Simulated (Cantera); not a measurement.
A closed system holds: 1 mol Fe2O3, 0.55 mol H2S, 0.063 mol CO2, held at 10000 Pa.

These are equilibrium values from Cantera (NASA tables, ideal gas, pure condensed phases), not measurements of a reactor. Candidate condensed phases: C, C6H6, C7H8, C8H18, Fe, Fe(CO)5, FeO, Fe(OH)2, Fe(OH)3, FeS, FeSO4, FeS2, Fe2O3, Fe2(SO4)3, Fe3O4, H2O, H2SO4, S; 127 gas species. Metal and sulfide melt together well below either melting point, which pure phases cannot show. Mutual solubility and eutectic melting of coexisting phases are not modelled. The tables' stoichiometric FeO is somewhat more stable than real wüstite, so its field is too wide. FeO, FeS: taken at fixed stoichiometry. Kinetics and transport are ignored.

Task: At 1125 °C, list the 6 most abundant gas species with their mole fractions, and the condensed phases.

Result: H2O 0.516, SO2 0.294, S2 0.0779, CO2 0.0573, H2 0.0276, H2S 0.0150. Condensed: FeO(s) + FeS(s).
